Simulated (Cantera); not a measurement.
Input (Python, Cantera) and output of one run.

```python
import numpy as np
import cantera as ct

gas_names = """
    OH P4 P4O10 H2
""".split()
cond_names = """

""".split()


# ... load() reads the species with a 1 bar reference pressure and builds the phases ...
species = {s.name: s for s in load("nasa_gas.yaml", gas_names) + load("nasa_condensed.yaml", cond_names)}
# Each term lists the table entries of one substance; the one whose range holds T is used.
reactions = {
    '10 OH(g) + P4(g) = P4O10(g) + 5 H2(g)':
        [(-10, ['OH']), (-1, ['P4']), (1, ['P4O10']), (5, ['H2'])],
}


def pick(names, T):
    return next(species[n] for n in names if species[n].thermo.min_temp <= T <= species[n].thermo.max_temp)


results = []
for label, terms in reactions.items():
    print(label)
    print("     T/K   dH/kJ  dS/(J/K)   dG/kJ   log10 K")
    for T in [300, 1075, 1225, 1375, 1525, 1675, 1825, 1975, 2125, 2275, 2425, 2575]:
        used = [(nu, pick(names, T)) for nu, names in terms]
        dH = sum(nu * s.thermo.h(T) for nu, s in used) / 1e6
        dS = sum(nu * s.thermo.s(T) for nu, s in used) / 1e3
        dG = dH - T * dS / 1e3
        logK = -dG * 1e6 / (ct.gas_constant * T * np.log(10))
        results.append((label, T, dH, dS, dG, logK, [s.name for _, s in used]))
        print(f"{T:8g} {dH:8.1f} {dS:8.1f} {dG:8.1f} {logK:8.2f}")
```

Output:

```
10 OH(g) + P4(g) = P4O10(g) + 5 H2(g)
     T/K   dH/kJ  dS/(J/K)   dG/kJ   log10 K
     300  -3356.6  -1060.2  -3038.5   529.04
    1075  -3322.6  -1017.7  -2228.6   108.29
    1225  -3312.1  -1008.5  -2076.7    88.55
    1375  -3301.6  -1000.4  -1926.0    73.17
    1525  -3291.2   -993.2  -1776.5    60.85
    1675  -3280.8   -986.7  -1628.0    50.77
    1825  -3270.5   -980.8  -1480.5    42.37
    1975  -3260.3   -975.5  -1333.7    35.27
    2125  -3250.2   -970.6  -1187.8    29.20
    2275  -3240.3   -966.0  -1042.6    23.94
    2425  -3230.6   -961.9   -898.0    19.34
    2575  -3221.0   -958.0   -754.0    15.29
```

Source: NASA polynomial tables (part measured, part estimated), evaluated in Cantera. Condensed species are held in their standard states even where they would react or evaporate.
